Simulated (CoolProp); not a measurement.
A single-stage vapour-compression cycle with n-perfluorobutane: evaporating at 277.15 K (dew point), condensing at 297.15 K (bubble point), superheat 2 K, subcooling 8 K, compressor efficiency 0.75, no pressure losses. Each further row changes one setting.

Computed with CoolProp (reference Helmholtz-energy equation of state, Gao 2022).

```tsv
case	cooling COP	pressure ratio	discharge temperature (K)	refrigerating effect (kJ/kg)	volumetric capacity (kJ/m³)
as stated	9.96	2.02	297.2	83.8	1170
evaporating temperature 282.15 K	14.0	1.67	297.2	87.7	1460
condensing temperature 292.15 K	13.8	1.71	292.1	89.4	1250
subcooling 13 K	10.6	2.02	297.2	89.4	1250
superheat 12 K	10.3	2.02	301.3	92.4	1230
compressor efficiency 0.65	8.63	2.02	297.2	83.8	1170
```

The compression ends wet for: as stated; evaporating temperature 282.15 K; condensing temperature 292.15 K; subcooling 13 K; compressor efficiency 0.65.
